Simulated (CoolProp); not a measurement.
A single-stage vapour-compression cycle with R22: evaporating at 297.15 K (dew point), condensing at 348.15 K (bubble point), superheat 10 K, subcooling 2 K, compressor efficiency 0.85, no pressure losses. Each further row changes one setting.

Computed with CoolProp (reference Helmholtz-energy equation of state, Kamei 1995).

| case | cooling COP | pressure ratio | discharge temperature (K) | refrigerating effect (kJ/kg) | volumetric capacity (kJ/m³) |
|---|---|---|---|---|---|
| as stated | 3.39 | 3.27 | 382.4 | 123 | 5000 |
| evaporating temperature 302.15 K | 3.91 | 2.86 | 379.7 | 125 | 5790 |
| condensing temperature 343.15 K | 3.96 | 2.95 | 375.3 | 132 | 5330 |
| subcooling 7 K | 3.63 | 3.27 | 382.4 | 132 | 5350 |
| superheat 20 K | 3.41 | 3.27 | 392.5 | 132 | 5050 |
| compressor efficiency 0.75 | 2.99 | 3.27 | 387.1 | 123 | 5000 |
